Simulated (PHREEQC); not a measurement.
A column of 1 m (30 cells, dispersivity 0.05 m, 60 s a shift, diffusion coefficient 3e-10 m²/s) holds 0.068 eq of the database's cation exchanger X per kg of pore water, first in equilibrium with 7 mmol/kgw MnCl2, 0.59 mmol/kgw MgCl2 and 0.01 mmol/kgw HCl. It is flushed with 35 mmol/kgw (NH4)2SO4, 5.2 mmol/kgw KBr and 0.01 mmol/kgw HCl, at 15 °C. Values are for the last cell. The system is closed to CO2. No solid was allowed to form.

Base run: PHREEQC, ion-association model, phreeqc.dat. Each further column changes one thing. The table gives NH4 in solution (mol/kgw).

```
pore volumes      base  exchange capacity from 0.068 to 0.034 eq/kgw  dispersivity from 0.05 to 0.1 m
------------  --------  --------------------------------------------  -------------------------------
0                    0                                             0                                0
0.4167        1.31e-10                                       9.59e-8                          5.56e-7
0.6833         9.30e-6                                      0.000312                         0.000322
1.083          0.00313                                        0.0143                          0.00793
1.483           0.0195                                        0.0425                           0.0249
1.883           0.0400                                        0.0599                           0.0413
2.15            0.0506                                        0.0653                           0.0496
2.55            0.0608                                        0.0686                           0.0582
2.95            0.0660                                        0.0696                           0.0633
3.35            0.0683                                        0.0699                           0.0663
3.617           0.0691                                        0.0699                           0.0675
4.017           0.0696                                        0.0700                           0.0686
```
